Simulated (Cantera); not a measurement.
What does this Cantera script print?

```python
import numpy as np
import cantera as ct

gas = ct.Solution("gri30.yaml")
gas.TPX = 400, 840000, {'CH3OH': 1, 'O2': 1.95, 'N2': 7.32}
flame = ct.FreeFlame(gas, width=0.009)
flame.set_refine_criteria(ratio=3, slope=0.08, curve=0.16)
flame.transport_model = "mixture-averaged"
flame.solve(loglevel=0, auto=True)
z, T = flame.grid, flame.T
thick = (T[-1] - T[0]) / np.gradient(T, z).max()
show = ['CH3OH', 'O2', 'NO', 'H2O', 'NO2', 'CH2']
print(f"laminar burning velocity  {flame.velocity[0] * 100:.3f} cm/s")
print(f"burnt temperature         {T[-1]:.1f} K")
print(f"thermal thickness         {thick * 1e3:.4f} mm")
print(f"grid points               {len(z)}")
z0 = z[flame.heat_release_rate.argmax()]
print(f"{'z/mm':>9s}{'T/K':>9s}{'u/(m/s)':>9s}" + "".join(f"{s:>11s}" for s in show))
rows = []
for k in (-3, -2, -1.5, -1, -0.5, -0.25, 0, 0.25, 0.5, 1, 2, 4, 8):
    zz = z0 + k * thick
    rows.append([k * thick, np.interp(zz, z, T), np.interp(zz, z, flame.velocity),
                 *(np.interp(zz, z, flame.X[gas.species_index(s)]) for s in show)])
    print(f"{rows[-1][0] * 1e3:9.3f}{rows[-1][1]:9.1f}{rows[-1][2]:9.3f}" + "".join(f"{x:11.3e}" for x in rows[-1][3:]))
```

It prints:

```
laminar burning velocity  19.740 cm/s
burnt temperature         2062.9 K
thermal thickness         0.1011 mm
grid points               126
     z/mm      T/K  u/(m/s)      CH3OH         O2         NO        H2O        NO2        CH2
   -0.303    400.8    0.198  9.728e-02  1.896e-01  2.740e-11  2.245e-04  6.936e-10 -7.835e-30
   -0.202    406.2    0.201  9.703e-02  1.890e-01  2.257e-10  1.451e-03  6.481e-09 -9.393e-29
   -0.152    427.4    0.212  9.614e-02  1.869e-01  1.242e-09  5.600e-03  3.568e-08  2.528e-26
   -0.101    539.7    0.270  9.042e-02  1.770e-01  1.300e-08  2.405e-02  2.392e-07  2.650e-22
   -0.051    947.4    0.485  6.244e-02  1.409e-01  2.405e-07  7.907e-02  1.068e-06  9.554e-15
   -0.025   1305.2    0.680  3.190e-02  1.076e-01  1.075e-06  1.220e-01  1.294e-06  7.314e-10
    0.000   1692.5    0.893  2.209e-03  7.091e-02  3.470e-06  1.641e-01  2.322e-07  2.470e-07
    0.025   1871.8    0.981  1.070e-06  5.320e-02  5.402e-06  1.765e-01  2.440e-08  1.189e-08
    0.051   1954.0    1.019  7.140e-10  4.713e-02  6.804e-06  1.798e-01  2.830e-08  2.401e-10
    0.101   2019.6    1.049  6.414e-13  4.342e-02  8.467e-06  1.827e-01  3.313e-08  2.981e-13
    0.202   2052.3    1.064  2.041e-16  4.197e-02  9.974e-06  1.846e-01  2.876e-08  2.924e-16
    0.404   2061.8    1.068  3.624e-17  4.163e-02  1.154e-05  1.852e-01  2.443e-08  5.228e-17
    0.809   2062.9    1.069  1.190e-17  4.160e-02  1.413e-05  1.853e-01  2.837e-08  1.646e-17
```

Model: GRI-Mech 3.0 (53 species, 325 reactions), integrated in Cantera. GRI-Mech 3.0 was tuned for natural gas; its chemistry of methanol as a main component is partial and can be far from experiment. Burning velocities carry a grid error of a few per cent, more on coarse grids.
